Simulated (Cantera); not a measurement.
What does this Cantera script print?

```python
import numpy as np
import cantera as ct

gas_names = """
    Br Br2 H HBr H2 Si SiBr SiBr2 SiBr3 SiBr4 SiH SiHBr3 SiH2 SiH2Br2 SiH3 SiH3Br SiH4 Si2 Si3
""".split()
cond_names = """
    Br2(cr) Br2(L) Si(cr) Si(L)
""".split()


# ... load() reads the species with a 1 bar reference pressure and builds the phases ...
atoms = {
    'Si': {'Si': 1},
    'HBr': {'H': 1, 'Br': 1},
    'H2': {'H': 2},
}
top_T = {}  # K; cautious upper limits of use, not melting points


# ... equilibrate(T, P, feed) seeds the gas with the atoms and calls Mixture.equilibrate('TP', solver="vcs", rtol=1e-11, max_steps=5000) ...
results = []
feed = {'Si': 1, 'HBr': 7.3, 'H2': 0.26}  # mol
T = 825  # K
P = 3.2  # Pa
mix = equilibrate(T, P, feed)
results.append((T, P, feed, dict(zip(mix.species_names, mix.species_moles))))
x = sorted(zip(gas.X, gas.species_names), reverse=True)
print(f"T = {T:g} K  P = {P:g} Pa  gas = {mix.phase_moles(0):.4g} mol")
print("   x: " + "  ".join(f"{s} {v:.3e}" for v, s in x if v > 0.0001))
print("   condensed (mol): " + ("  ".join(f"{mix.phase(i).name} {mix.phase_moles(i):.4g}"
      for i in range(1, mix.n_phases) if mix.phase_moles(i) > 1e-12) or "none"))
```

Result:

```
T = 825 K  P = 3.2 Pa  gas = 6.56 mol
   x: HBr 5.032e-01  H2 3.444e-01  SiBr4 1.523e-01
   condensed (mol): none
```

Method: chemical equilibrium by Gibbs-energy minimisation in Cantera with the NASA 1993 tables (ideal gas, pure condensed phases). The tables' values for SiBr3 are old estimates; treat these amounts as uncertain.
